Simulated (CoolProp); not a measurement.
A closed Brayton cycle with carbon dioxide: compressor inlet 307.15 K and 9.3 MPa, high pressure 22 MPa, turbine inlet 690 K, compressor efficiency 0.8, turbine efficiency 0.93, recuperator effectiveness 0.95 (on enthalpy, no pinch check). Each further row changes one setting.

Model: reference Helmholtz-energy equation of state, Span 1996, in CoolProp.

```csv
case,thermal efficiency (%),net work (kJ/kg),compressor to turbine work,compressor exit (K),turbine exit (K)
as stated,32.4,74.4,0.22,329.7,593.4
turbine inlet 640 K,30.1,65.7,0.25,329.7,547.2
compressor inlet 317.15 K,30.7,(withheld),0.33,(withheld),593.4
high pressure 18.7 MPa,(withheld),(withheld),0.20,(withheld),611.4
recuperator effectiveness 0.5,19.3,74.4,0.22,329.7,593.4
```

### Question
What belongs in the gaps?

### Answer

- compressor inlet 317.15 K, net work (kJ/kg): 63.9
- compressor inlet 317.15 K, compressor exit (K): 367.0
- high pressure 18.7 MPa, thermal efficiency (%): 31.0
- high pressure 18.7 MPa, net work (kJ/kg): 63.0
- high pressure 18.7 MPa, compressor exit (K): 324.8
